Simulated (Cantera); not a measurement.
Charge: 1 mol B, 21 mol NH3, 2.3 mol H2, at 750 Torr.

These are equilibrium values from Cantera (NASA tables, ideal gas, pure condensed phases), not measurements of a reactor. Candidate condensed phases: B, BN; 15 gas species. Equilibrium is a limit: real reactors are often held back by kinetics, nucleation or transport. All values below are at 1498 K.

Base state: H2 0.772, N2 0.228, NH3 2.02e-5, H 1.51e-5 (mole fractions); condensed: BN(s).

Problem. What changes in the equilibrium state with this change: B replaced by BF3?

Solution. 
```
species      before     after
----------  -------  --------
H2            0.772     0.737
N2            0.228     0.229
HF                0    0.0172
BF3               0    0.0160
BHF2              0  0.000515
BF2               0   4.08e-5
NH3         2.02e-5   1.89e-5
H           1.51e-5   1.48e-5
BN(s), mol     1.00     0.252
```
The tables' values for BF2 are old estimates; treat these amounts as uncertain.
